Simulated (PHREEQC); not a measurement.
Model water analysis in mg/L, 30 °C, pH 6.45, pe 11.3:

| constituent | mg/L |
|---|---|
| Na | 0.00358 |
| K | 0.0451 |
| Ca | 0.00514 |
| Mg | 0.0399 |
| Cl | 0.0415 |
| S(6) as SO4 | 0.0614 |
| Alkalinity as HCO3 | 0.155 |
| Ba | 0.0121 |
| B | 4.35e-05 |
| N(5) as NO3 | 0.0037 |
| Si as SiO2 | 0.00214 |
| Pb | 0.000236 |

Valence states are taken as typed.

All values are PHREEQC results (ion-association model, phreeqc.dat), not measurements.

ionic strength: 7.89e-6 mol/kgw
charge-balance error: -0.2 %

| species | molality | activity | log γ |
|---|---|---|---|
| HCO3- | 2.85e-6 | 2.84e-6 | -0.001 |
| CO2 | 2.15e-6 | 2.15e-6 | 0.000 |
| Mg+2 | 1.64e-6 | 1.62e-6 | -0.006 |
| Cl- | 1.17e-6 | 1.17e-6 | -0.001 |
| K+ | 1.15e-6 | 1.15e-6 | -0.001 |
| SO4-2 | 6.39e-7 | 6.30e-7 | -0.006 |
| H+ | 3.56e-7 | 3.55e-7 | -0.001 |
| Na+ | 1.56e-7 | 1.55e-7 | -0.001 |
| Ca+2 | 1.28e-7 | 1.27e-7 | -0.006 |
| Ba+2 | 8.81e-8 | 8.69e-8 | -0.006 |
| NO3- | 5.97e-8 | 5.95e-8 | -0.001 |

This is a speciation only: nothing precipitates in the calculation. Complexes and solids missing from the database can't appear.
